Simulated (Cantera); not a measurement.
Input: 1 mol Si(CH₃)₄, 0.01 mol C₃H₈, 14 mol H₂, at 1323.15 K and 13300 Pa.

These are equilibrium values from Cantera (NASA tables, ideal gas, pure condensed phases), not measurements of a reactor. Candidate condensed phases: C, C₆H₆, C₇H₈, C₈H₁₈, Si, SiC; 87 gas species. Equilibrium is a limit: real reactors are often held back by kinetics, nucleation or transport.

Base state: H₂ 0.999, CH₄ 0.000904 (mole fractions); condensed: C(graphite) + SiC(s).

Q: What changes in the equilibrium state with this change: temperature from 1323.15 K to 1900 K?

A: 
| species | before | after |
|---|---|---|
| H₂ | 0.999 | 0.997 |
| H | 4.35e-6 | 0.00217 |
| C₂H₂ (acetylene) | 8.26e-7 | 0.000381 |
| CH₄ | 0.000904 | 7.45e-5 |
| C(graphite), mol | 3.01 | 3.01 |
| SiC(s), mol | 1.00 | 1.000 |
